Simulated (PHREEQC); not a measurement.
Dissolve 0.0068 mol Pb(NO3)2, 0.013 mol MgSO4 and 0.00091 mol Na2SO4 per kg of water at 50 °C. Closed to the air; pH follows from the charge balance.

The numbers come from PHREEQC with the ion-association model, phreeqc.dat.

```json
{
 "pH": "5.29",
 "ionic_strength": "0.0441 mol/kgw",
 "specific_conductance": "4430 µS/cm"
}
```

```
species     molality  activity   log γ
----------  --------  --------  ------
NO3-          0.0133    0.0107  -0.093
Mg+2         0.00820   0.00397  -0.316
SO4-2        0.00622   0.00288  -0.335
MgSO4        0.00480   0.00485   0.004
Pb+2         0.00369   0.00168  -0.343
PbSO4        0.00268   0.00271   0.004
Na+          0.00179   0.00148  -0.084
PbNO3+      0.000324  0.000266  -0.086
Pb(SO4)2-2   9.02e-5   4.09e-5  -0.343
NaSO4-       2.97e-5   2.46e-5  -0.082
PbOH+        7.74e-6   6.36e-6  -0.086
H+           6.02e-6   5.14e-6  -0.069
HSO4-        3.17e-6   2.61e-6  -0.086
Pb2OH+3      1.41e-6   2.39e-7  -0.772
MgOH+        2.69e-8   2.25e-8  -0.077
```

No solid was allowed to form. Examples of supersaturated solids here: Anglesite, Pb(OH)2. Others may be too. Constants without temperature data keep their 25 °C values here.
